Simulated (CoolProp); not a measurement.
Oxygen along the isotherm -122.55 °C: density (kg/m³) from the reference equation and from simpler models built on Tc = -118.6 °C, pc = 50.46 bar, ω = 0.022; each cubic takes its own stable root.

The numbers come from the reference Helmholtz-energy equation of state, Schmidt 1985 in CoolProp.

| p (bar) | phase | reference | van der Waals | Peng-Robinson |
|---|---|---|---|---|
| 15.8 | gas | 46.09 | 45.32 | 46.81 |
| 31.5 | gas | 112.7 | 107.4 | 116.3 |
| 47.3 | liquid | 692.0 | 468.3 | 664.5 |
| 63.1 | liquid | 747.5 | 539.4 | 750.9 |
| 78.9 | liquid | 779.6 | 573.3 | 800.8 |
| 94.6 | liquid | 803.1 | 596.9 | 837.2 |
| 110 | liquid | 821.7 | 615.1 | 866.0 |
| 126 | liquid | 838.2 | 630.7 | 891.2 |
| 142 | liquid | 852.5 | 643.9 | 913.0 |
| 158 | liquid | 865.2 | 655.5 | 932.2 |
| 173 | liquid | 876.1 | 665.2 | 948.5 |
| 189 | liquid | 886.7 | 674.6 | 964.2 |
| 205 | liquid | 896.5 | 683.1 | 978.6 |
| 221 | liquid | 905.6 | 690.8 | 991.9 |
| 237 | liquid | 914.2 | 698.0 | 1004 |
| 252 | liquid | 921.7 | 704.3 | 1015 |
